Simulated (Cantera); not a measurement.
Charge: 1 mol BCl₃, 1.4 mol O₂, equilibrated at 615 Torr.

These are equilibrium values from Cantera (NASA tables, ideal gas, pure condensed phases), not measurements of a reactor. Candidate condensed phases: B, B₂O₃; 18 gas species. The tables' values for BOCl are old estimates; treat these amounts as uncertain. Rates play no part. All values below are at 1552 °C.

Base state: Cl₂ 0.458, Cl 0.265, O₂ 0.260, BOCl 0.00705, B₂O₃ 0.00589, ClO 0.00213, BO₂ 0.000940, BCl₃ 0.000546 (mole fractions); condensed: B₂O₃(l).

**Question.** What changes in the equilibrium state with this change: BCl₃ replaced by BF₃?

**Answer.** 
```csv
species,before,after
O₂,0.260,0.583
BF₃,0,0.416
F,0,0.000671
Cl₂,0.458,0
Cl,0.265,0
BOCl,0.00705,0
B₂O₃,0.00589,<1e-9
"B₂O₃(l), mol",0.474,0
```
